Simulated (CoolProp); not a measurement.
Vapour-liquid equilibrium of R125 (1) + propylene (2) at 0.536 MPa; x and y are mole fractions of (1).

Values from CoolProp's multi-fluid Helmholtz-energy mixture model, Lemmon 2005 and Lemmon 2013; pair parameters Bell 2016.

Q: Give the bubble temperature and the first vapour's composition at x = 0.425, 0.8, 0.875. Is there an azeotrope?

A: x = 0.425: -12.6 °C, y = 0.480; x = 0.8: -11.5 °C, y = 0.723; x = 0.875: -10.3 °C, y = 0.803. y crosses x between x = 0.5 and 0.575: the model has an azeotrope there.

Pair parameters are fitted to limited data, so mixtures are less certain than the pure fluids.
